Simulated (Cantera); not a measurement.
Cantera run, input and output.

```python
import numpy as np
import cantera as ct

gas = ct.Solution("gri30.yaml")
gas.TPX = 1450, 490000, {'CH3OH': 0.025, 'O2': 0.011, 'N2': 4.7}
reactor = ct.IdealGasConstPressureReactor(gas, energy="off", clone=False)
net = ct.ReactorNet([reactor])
net.rtol, net.atol = 1e-08, 1e-18
show = ['CH3OH', 'O2', 'HO2', 'C2H4', 'NO', 'H']
times = np.geomspace(2e-06, 10, 9)

steps = ct.SolutionArray(gas, extra=["t"])
rows = []
print(f"{'t/s':>10s}{'T/K':>9s}{'P/Pa':>11s}" + "".join(f"{s:>11s}" for s in show))
for t in times:
    while net.time < t:
        t_next = net.step()
        steps.append(gas.state, t=t_next)
    rows.append([np.interp(t, steps.t, y) for y in (steps.T, steps.P, *steps(*show).X.T)])
    print(f"{t:10.3e}{rows[-1][0]:9.1f}{rows[-1][1]:11.4g}" + "".join(f"{x:11.3e}" for x in rows[-1][2:]))
rate = np.gradient(steps.T, steps.t)
print("integrator steps:", len(steps.t))
if steps.T.max() > steps.T[0] + 200:
    print(f"time of steepest temperature rise: {steps.t[rate.argmax()]:.4e} s")
gas.TPX = 1450, 490000, {'CH3OH': 0.025, 'O2': 0.011, 'N2': 4.7}
gas.equilibrate("TP")
print(f"equilibrium (TP): T = {gas.T:.1f} K  " + "  ".join(f"{s} {gas[s].X[0]:.3e}" for s in show))
```

Output:

```
       t/s      T/K       P/Pa      CH3OH         O2        HO2       C2H4         NO          H
 2.000e-06   1450.0    4.9e+05  5.278e-03  2.322e-03  1.007e-07  2.459e-11  3.438e-14  1.356e-07
 1.375e-05   1450.0    4.9e+05  5.259e-03  2.318e-03  3.448e-06  1.765e-09  1.532e-11  3.979e-07
 9.457e-05   1450.0    4.9e+05  4.893e-03  2.253e-03  3.432e-05  3.809e-08  5.103e-10  1.981e-06
 6.503e-04   1450.0    4.9e+05  7.528e-10  2.472e-06  3.364e-09  4.267e-10  2.052e-07  8.693e-04
 4.472e-03   1450.0    4.9e+05  1.643e-10  2.675e-09  3.843e-12  2.879e-10  2.518e-07  6.530e-05
 3.075e-02   1450.0    4.9e+05  4.094e-11  3.437e-11  3.375e-14  2.898e-10  1.567e-07  7.267e-06
 2.115e-01   1450.0    4.9e+05  6.289e-12  6.175e-13  2.062e-16  2.749e-10  6.205e-08  9.841e-07
 1.454e+00   1450.0    4.9e+05  2.161e-12  5.678e-14  1.419e-17  2.685e-10  1.304e-08  3.620e-07
 1.000e+01   1450.0    4.9e+05  2.053e-12  5.297e-14  1.356e-17  2.374e-10  7.043e-10  3.550e-07
integrator steps: 2691
equilibrium (TP): T = 1450.0 K  CH3OH 2.662e-15  O2 5.301e-14  HO2 1.357e-17  C2H4 4.904e-18  NO 5.362e-10  H 3.553e-07
```

Cantera simulation using GRI-Mech 3.0 (53 species, 325 reactions); the numbers are that mechanism's predictions, not measurements. GRI-Mech 3.0 was tuned for natural gas; its chemistry of methanol as a main component is partial and can be far from experiment.
